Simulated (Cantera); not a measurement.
A closed system holds: 1 mol BF3, 0.21 mol N2, 7.6 mol H2, 0.58 mol H2O, held at 1200 Pa.

These are equilibrium values from Cantera (NASA tables, ideal gas, pure condensed phases), not measurements of a reactor. Candidate condensed phases: B, BN, B2O3, B3O3H3, H2O; 62 gas species. Gases not in the tables: H3BO3. Kinetics and transport are ignored.

Problem. Which condensed phases are stable at each of these points (T (K)): 950, 1000, 1050, 1100, 1150, 1200, 1250, 1300?

Solution. 
```json
[
 {"T (K)": "950", "condensed phases": "B2O3(l)", "B condensed (%)": "4.3"},
 {"T (K)": "1000", "condensed phases": "B2O3(l)", "B condensed (%)": "5.2"},
 {"T (K)": "1050", "condensed phases": "B2O3(l)", "B condensed (%)": "5.7"},
 {"T (K)": "1100", "condensed phases": "B2O3(l)", "B condensed (%)": "5.5"},
 {"T (K)": "1150", "condensed phases": "B2O3(l)", "B condensed (%)": "3.8"},
 {"T (K)": "1200", "condensed phases": "gas only", "B condensed (%)": "0.0"},
 {"T (K)": "1250", "condensed phases": "gas only", "B condensed (%)": "0.0"},
 {"T (K)": "1300", "condensed phases": "gas only", "B condensed (%)": "0.0"}
]
```

From 950 K to 1150 K the condensed part is B2O3(l). From 1200 K to 1300 K nothing is condensed.
